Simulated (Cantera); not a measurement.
Charge: 1 mol Si3N4, 0.061 mol C, 3.5 mol H2, equilibrated at 2175 °C and 750 Torr.

Equilibrium computed with Cantera from the NASA thermochemical tables; the gas is ideal and each condensed phase is pure. Candidate condensed phases: C, C6H6, C7H8, C8H18, Si, SiC, Si3N4; 105 gas species. Mutual solubility and eutectic melting of coexisting phases are not modelled. The tables' values for SiN are old estimates; treat these amounts as uncertain. Gases not in the tables: Si2H6 and higher silanes. The numbers say what is thermodynamically allowed, not how fast it happens.

Base state: H2 0.616, N2 0.356, H 0.0156, HCN 0.00614, Si 0.00319, SiH 0.000718, HNC 0.000677, SiH2 0.000521 (mole fractions); condensed: Si(l) + SiC(s).

**Question.** What changes in the equilibrium state with this change: temperature from 2175 °C to 1400 °C?

**Answer.** 
| species | before | after |
|---|---|---|
| H2 | 0.616 | 0.988 |
| N2 | 0.356 | 0.0114 |
| H | 0.0156 | 0.000113 |
| SiH2 | 0.000521 | 2.15e-6 |
| Si2C | 0.000399 | <1e-9 |
| Si2N | 0.000191 | 2.07e-9 |
| Si2 | 7.88e-5 | <1e-9 |
| Si | 0.00319 | 8.26e-8 |
| Si(l), mol | 2.95 | 0 |
| SiC(s), mol | 0.0176 | 0.0606 |
| Si3N4(s), mol | 0 | 0.980 |

**Question.** What changes in the equilibrium state with this change: C from 0.061 to 0.0056 mol?

**Answer.** 
```
species             before     after
----------------  --------  --------
H2                   0.616     0.620
N2                   0.356     0.359
H                   0.0156    0.0157
HCN                0.00614  0.000845
Si                 0.00319   0.00319
SiC2               3.18e-5   5.93e-7
C2H2 (acetylene)  0.000239   4.47e-6
Si2C              0.000399   5.44e-5
Si(l), mol            2.95      2.97
SiC(s), mol         0.0176         0
```
